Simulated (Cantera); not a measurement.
An isothermal, constant-pressure homogeneous reactor starts with 1.18 % CH4, 98.5 % H2, 0.286 % CO2, at 2273 K and 31.5 Torr.

Detailed kinetics in Cantera: GRI-Mech 3.0 (53 species, 325 reactions). GRI-Mech 3.0 stops at C3 and has no aromatics, soot or wall deposition, so with more carbon than oxygen in the feed, carbon stays in small species such as C2H2 where larger ones or solid carbon would form. Radical loss at walls, strong at low pressure, is not modelled.

One state of this run: x CH4 = 0.0117; x H2 = 0.985; x CO2 = 0.00285; x CH2 = 1.34e-7; x O2 = <1e-12; x C2H2 = 1.68e-8. x: mole fraction; the columns are a selection and need not sum to one.

**Question.** Which value of t (s) does it belong to?
(A) 0.000458
(B) 1.63
(C) 7.44e-5
(D) 10.0

**Answer.** C, 7.44e-5
